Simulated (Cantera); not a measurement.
A freely propagating, adiabatic, planar premixed flame of 9.37 % CH4, 20.6 % O2, 70.0 % N2, unburnt at 525 K and 3750 Torr; unity-Lewis-number transport, grid criteria slope 0.08 and curve 0.16, no radiation.

Model: GRI-Mech 3.0 (53 species, 325 reactions), integrated in Cantera. Unity Lewis numbers drop preferential diffusion, which matters most where H2 and H carry the flame. Burning velocities carry a grid error of a few per cent, more on coarse grids.

x: mole fraction of selected species; z is measured from the peak of heat release.

| z (mm) | T (K) | u (m/s) | x CH4 | x O2 | x H2 | x CO | x HCO | x NO |
|---|---|---|---|---|---|---|---|---|
| -0.302 | 526 | 0.546 | 0.0937 | 0.206 | 6.68e-6 | 1.61e-5 | <1e-8 | <1e-8 |
| -0.201 | 533 | 0.554 | 0.0933 | 0.205 | 7.79e-5 | 0.000188 | <1e-8 | 7.78e-8 |
| -0.151 | 551 | 0.573 | 0.0922 | 0.204 | (withheld) | (withheld) | <1e-8 | (withheld) |
| -0.101 | 662 | 0.690 | 0.0856 | 0.193 | 0.00143 | 0.00344 | <1e-8 | 1.69e-6 |
| -0.0504 | 1111 | 1.17 | 0.0572 | 0.148 | 0.00650 | 0.0156 | 8.54e-8 | 1.01e-5 |
| -0.0252 | (withheld) | 1.62 | (withheld) | (withheld) | (withheld) | (withheld) | (withheld) | (withheld) |
| 0 | 1944 | 2.08 | 0.00442 | 0.0558 | 0.0134 | 0.0375 | 3.37e-5 | 3.33e-5 |
| 0.0252 | 2112 | 2.25 | 0.000105 | 0.0358 | 0.00883 | 0.0309 | 4.24e-6 | 4.71e-5 |
| 0.0504 | 2183 | 2.32 | 1.78e-6 | 0.0307 | 0.00723 | 0.0234 | 1.52e-7 | 5.63e-5 |
| 0.101 | 2263 | 2.39 | <1e-8 | 0.0267 | 0.00549 | 0.0162 | 2.43e-8 | 6.92e-5 |
| 0.201 | 2332 | 2.45 | <1e-8 | 0.0236 | 0.00360 | 0.0106 | <1e-8 | 8.85e-5 |
| 0.403 | 2373 | 2.48 | <1e-8 | 0.0217 | 0.00242 | 0.00706 | <1e-8 | 0.000118 |
| 0.806 | 2386 | 2.49 | <1e-8 | 0.0210 | 0.00203 | 0.00581 | <1e-8 | 0.000168 |

Q: Complete the blanks.

A: 
- -0.151, x H2: 0.000270
- -0.151, x CO: 0.000649
- -0.151, x NO: 2.78e-7
- -0.0252, T (K): 1525
- -0.0252, x CH4: 0.0294
- -0.0252, x O2: 0.104
- -0.0252, x H2: 0.0114
- -0.0252, x CO: 0.0276
- -0.0252, x HCO: 3.72e-6
- -0.0252, x NO: 2.00e-5
